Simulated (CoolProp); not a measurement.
Saturation properties of R141b (Tc = 477.5 K, pc = 42.12 bar, ω = 0.220).

Computed with CoolProp (reference Helmholtz-energy equation of state, Lemmon 2006). It is a short technical equation, of lower accuracy than the large ones.

| T (K) | p (bar) | surface tension (mN/m) | liquid conductivity (mW/(m K)) |
|---|---|---|---|
| 223.9 | 0.01630 | 27.7 | 112 |
| 247.9 | 0.07720 | 24.6 | 105 |
| 271.8 | 0.2641 | 21.5 | 98.4 |
| 295.8 | 0.7195 | 18.5 | 91.5 |
| 319.7 | 1.642 | 15.6 | 84.9 |
| 343.7 | 3.299 | 12.7 | 78.6 |
| 367.7 | 5.986 | 10.0 | 72.7 |
| 391.6 | 10.01 | 7.44 | 67.4 |
| 415.6 | 15.78 | 5.01 | 62.5 |
| 439.5 | 23.64 | 2.79 | 58.3 |
| 463.5 | 34.23 | 0.863 | 55.5 |

It boils at 305.2 K under 1 atm.

Thermal conductivity comes from a separate model (Huber 2003), an estimate that may be off by 10 % or more. Surface tension comes from a separate correlation (Mulero 2012).
